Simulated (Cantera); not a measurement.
Input: 1 mol C2F6, 0.23 mol H2, equilibrated at 0.770 bar.

Method: chemical equilibrium by Gibbs-energy minimisation in Cantera with the NASA 1993 tables (ideal gas, pure condensed phases). Candidate condensed phases: C, C6H6, C7H8, C8H18; 95 gas species. The feed counts by its element totals alone. Gases not in the tables: C2F6 and larger saturated fluorocarbons. Rates play no part. All values below are at 1423 K.

Base state: CF4 0.751, HF 0.249, CF2 1.25e-5, CF3 1.01e-5 (mole fractions); condensed: C(graphite).

Question: What changes in the equilibrium state with this change: H2 from 0.23 to 0.089 mol?

Answer: 
```tsv
species	before	after
CF4	0.751	0.891
HF	0.249	0.109
CF2	1.25e-5	1.37e-5
CF3	1.01e-5	1.15e-5
C(graphite), mol	0.615	0.544
```
